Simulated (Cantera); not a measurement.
A closed system holds: 1 mol HF, 2 mol O2, 0.01 mol SO2, equilibrated at 1 atm.

Method: chemical equilibrium by Gibbs-energy minimisation in Cantera with the NASA 1993 tables (ideal gas, pure condensed phases). Candidate condensed phases: H2O, H2SO4, S; 71 gas species. Ions and electrons are included (thermal ionisation). Equilibrium is a limit: real reactors are often held back by kinetics, nucleation or transport. All values below are at 3500 K.

Base state: O2 0.376, O 0.300, HF 0.216, F 0.0544, OH 0.0276, H 0.0184, H2O 0.00321, SO2 0.00166 (mole fractions); condensed: gas only.

Task: What changes in the equilibrium state with this change: SO2 from 0.01 to 0.048 mol?

Result: 
```tsv
species	before	after
O2	0.376	0.372
O	0.300	0.299
HF	0.216	0.213
SO2	0.00166	0.00783
SO	0.000946	0.00449
OH	0.0276	0.0273
F	0.0544	0.0539
H	0.0184	0.0183
S	9.88e-5	0.000472
HO2	2.58e-5	2.54e-5
H2O	0.00321	0.00316
```
